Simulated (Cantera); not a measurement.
A perfectly stirred reactor is fed with 3.14 % CH4, 95.1 % H2, 0.951 % N2, 0.771 % H2O, at 13300 Pa; it is held at 2225 K, and followed from long to short residence time.

Cantera simulation using GRI-Mech 3.0 (53 species, 325 reactions); the numbers are that mechanism's predictions, not measurements. GRI-Mech 3.0 stops at C3 and has no aromatics, soot or wall deposition, so with more carbon than oxygen in the feed, carbon stays in small species such as C2H2 where larger ones or solid carbon would form.

One state of this run: x CH4 = 0.00773; x H2 = 0.952; x C2H4 = 3.36e-5; x CH2 = 2.58e-5; x HCN = 1.23e-6; x C2H6 = 7.52e-7. x: mole fraction; the columns are a selection and need not sum to one.

Problem. Which value of τ (s) does it belong to?
A. 0.00039
B. 0.012
C. 0.036
D. 0.0037

Solution. D, 0.0037
